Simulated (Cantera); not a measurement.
Input: 1 mol Al, 0.36 mol Cl2, 39 mol H2, held at 525 K and 0.133 bar.

Method: chemical equilibrium by Gibbs-energy minimisation in Cantera with the NASA 1993 tables (ideal gas, pure condensed phases). Candidate condensed phases: Al, AlCl3; 12 gas species. Kinetics and transport are ignored.

Base state: H2 0.997, Al2Cl6 0.00273, AlCl3 0.000668 (mole fractions); condensed: Al(s).

Problem. What changes in the equilibrium state with this change: temperature from 525 K to 575 K?

Solution. 
| species | before | after |
|---|---|---|
| H2 | 0.997 | 0.996 |
| Al2Cl6 | 0.00273 | 0.00208 |
| AlCl3 | 0.000668 | 0.00197 |
| Al(s), mol | 0.760 | 0.760 |

Problem. What changes in the equilibrium state with this change: temperature from 525 K to 748.15 K?

Solution. 
| species | before | after |
|---|---|---|
| H2 | 0.997 | 0.994 |
| AlCl3 | 0.000668 | 0.00600 |
| Al2Cl6 | 0.00273 | 5.52e-5 |
| AlCl | <1e-9 | 1.45e-5 |
| Al(s), mol | 0.760 | 0.760 |
